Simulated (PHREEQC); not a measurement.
Dissolve 0.0057 mol ZnSO4 and 0.00054 mol FeSO4 per kg of water at 90 °C. Closed to the air; pH follows from the charge balance.

Computed with PHREEQC (ion-association model, phreeqc.dat).

This is a speciation only: nothing precipitates in the calculation.

Problem. Order these Zn species by the share of Zn that they hold, largest first: Zn(SO4)2-2, ZnOH+, ZnSO4, Zn+2.

Solution. Zn+2 (68 %), ZnSO4 (31 %), Zn(SO4)2-2 (0.72 %), ZnOH+ (0.35 %)

The pH is 5.10 and the ionic strength 0.0168 mol/kgw. Complexes and solids missing from the database can't appear. Constants without temperature data keep their 25 °C values here.
